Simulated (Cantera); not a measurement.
Feed: 1 mol SiCl4, 0.61 mol H2, equilibrated at 26.0 bar.

Equilibrium computed with Cantera from the NASA thermochemical tables; the gas is ideal and each condensed phase is pure. Candidate condensed phases: Si; 19 gas species. The tables' values for SiCl3 are old estimates; treat these amounts as uncertain. The numbers say what is thermodynamically allowed, not how fast it happens.

x: gas mole fraction; nothing condenses.

| T (K) | x SiCl4 | x H2 | x HCl | x SiHCl3 | x SiCl3 | x SiCl2 |
|---|---|---|---|---|---|---|
| 748 | 0.611 | 0.369 | 0.00997 | 0.00994 | 7.23e-7 | ? |
| 798 | 0.607 | 0.365 | 0.0140 | 0.0139 | 3.01e-6 | ? |
| 848 | 0.602 | 0.360 | 0.0188 | 0.0187 | 1.06e-5 | ? |
| 898 | 0.597 | 0.355 | 0.0244 | 0.0242 | 3.21e-5 | ? |
| 948 | 0.591 | 0.348 | 0.0306 | 0.0302 | 8.63e-5 | ? |
| 998 | 0.584 | 0.341 | 0.0375 | 0.0368 | 0.000210 | ? |
| 1048 | 0.576 | 0.334 | 0.0450 | 0.0438 | 0.000465 | ? |
| 1098 | 0.568 | 0.326 | 0.0530 | 0.0509 | 0.000956 | ? |
| 1148 | 0.560 | 0.318 | 0.0615 | 0.0580 | 0.00184 | ? |
| 1198 | 0.551 | 0.309 | 0.0706 | 0.0649 | 0.00331 | ? |
| 1248 | 0.540 | 0.301 | 0.0803 | 0.0712 | 0.00565 | ? |
| 1298 | 0.529 | 0.291 | 0.0908 | 0.0767 | 0.00914 | ? |
| 1348 | 0.517 | 0.282 | 0.102 | 0.0808 | 0.0141 | ? |

Q: Some entries are withheld; supply them.

A: 
- 748, x SiCl2: 1.61e-10
- 798, x SiCl2: 1.69e-9
- 848, x SiCl2: 1.33e-8
- 898, x SiCl2: 8.33e-8
- 948, x SiCl2: 4.27e-7
- 998, x SiCl2: 1.84e-6
- 1048, x SiCl2: 6.88e-6
- 1098, x SiCl2: 2.26e-5
- 1148, x SiCl2: 6.64e-5
- 1198, x SiCl2: 0.000176
- 1248, x SiCl2: 0.000426
- 1298, x SiCl2: 0.000944
- 1348, x SiCl2: 0.00193
